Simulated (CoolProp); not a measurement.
Properties of octamethyltrisiloxane (MDM) along the isobar 64.4 bar (Tc = 565.4 K, pc = 14.38 bar, ω = 0.528).

Computed with CoolProp (reference Helmholtz-energy equation of state, Thol 2017).

| T (K) | phase | cv (kJ/(kg K)) | Joule-Thomson coefficient (K/MPa) | isothermal compressibility (1/MPa) | expansivity (1/kK) |
|---|---|---|---|---|---|
| 279.6 | liquid | 1.434 | -0.4709 | 0.001371 | 1.116 |
| 304.2 | liquid | 1.487 | -0.4433 | 0.001646 | 1.155 |
| 328.9 | liquid | 1.545 | -0.4124 | 0.001992 | 1.201 |
| 353.5 | liquid | 1.607 | -0.3788 | 0.002429 | 1.255 |
| 378.1 | liquid | 1.669 | -0.3418 | 0.002987 | 1.318 |
| 402.7 | liquid | 1.732 | -0.3006 | 0.003711 | 1.392 |
| 427.3 | liquid | 1.793 | -0.2535 | 0.004661 | 1.479 |
| 451.9 | liquid | 1.853 | -0.1981 | 0.005925 | 1.583 |
| 476.5 | liquid | 1.911 | -0.1313 | 0.007630 | 1.709 |
| 501.2 | liquid | 1.967 | -0.04843 | 0.009970 | 1.861 |
| 525.8 | liquid | 2.020 | 0.05532 | 0.01319 | 2.044 |
| 550.4 | liquid | 2.071 | 0.1869 | 0.01769 | 2.264 |
| 575 | supercritical | 2.120 | 0.3534 | 0.02395 | 2.519 |
